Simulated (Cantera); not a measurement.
An adiabatic, constant-volume homogeneous reactor starts with CH4 : CO : O2 : N2 = 1 : 0.034 : 4.58 : 17.2 (molar parts), at 1675 K and 1.20 bar. Integrator tolerance rtol = 1e-08.

Model: GRI-Mech 3.0 (53 species, 325 reactions), integrated in Cantera.

Question: What does this change do: initial temperature 1675 to 1373 K?

Answer: 
```
quantity                                                            before                                    after
---------------------------------  ---------------------------------------  ---------------------------------------
time of steepest temperature rise                                 0.192 ms                                  2.72 ms
temperature at 0.400 s                                              2604 K                                   2432 K
equilibrium temperature                                             2604 K                                   2432 K
x(CH4) at 0.400 s                    <1e-12 (gas-phase equilibrium <1e-12)    <1e-12 (gas-phase equilibrium <1e-12)
x(CO) at 0.400 s                   0.00568 (gas-phase equilibrium 0.00568)  0.00233 (gas-phase equilibrium 0.00233)
x(O2) at 0.400 s                       0.100 (gas-phase equilibrium 0.100)      0.104 (gas-phase equilibrium 0.104)
x(CH3) at 0.400 s                    <1e-12 (gas-phase equilibrium <1e-12)    <1e-12 (gas-phase equilibrium <1e-12)
x(OH) at 0.400 s                     0.0124 (gas-phase equilibrium 0.0124)  0.00734 (gas-phase equilibrium 0.00734)
x(CH2CO) at 0.400 s                  <1e-12 (gas-phase equilibrium <1e-12)    <1e-12 (gas-phase equilibrium <1e-12)
x(NO) at 0.400 s                     0.0184 (gas-phase equilibrium 0.0184)    0.0139 (gas-phase equilibrium 0.0139)
```

Question: What does this change do: pressure from 1.20 bar to 24.0 bar?

Answer: 
```tsv
quantity	before	after
time of steepest temperature rise	0.192 ms	16.4 µs
temperature at 0.400 s	2604 K	2699 K
equilibrium temperature	2604 K	2699 K
x(CH4) at 0.400 s	<1e-12 (gas-phase equilibrium <1e-12)	<1e-12 (gas-phase equilibrium <1e-12)
x(CO) at 0.400 s	0.00568 (gas-phase equilibrium 0.00568)	0.00214 (gas-phase equilibrium 0.00214)
x(O2) at 0.400 s	0.100 (gas-phase equilibrium 0.100)	0.0998 (gas-phase equilibrium 0.0998)
x(CH3) at 0.400 s	<1e-12 (gas-phase equilibrium <1e-12)	<1e-12 (gas-phase equilibrium <1e-12)
x(OH) at 0.400 s	0.0124 (gas-phase equilibrium 0.0124)	0.00779 (gas-phase equilibrium 0.00779)
x(CH2CO) at 0.400 s	<1e-12 (gas-phase equilibrium <1e-12)	<1e-12 (gas-phase equilibrium <1e-12)
x(NO) at 0.400 s	0.0184 (gas-phase equilibrium 0.0184)	0.0213 (gas-phase equilibrium 0.0213)
```
The pressure lies above the range GRI-Mech 3.0 was tuned for (to about 10 atm).
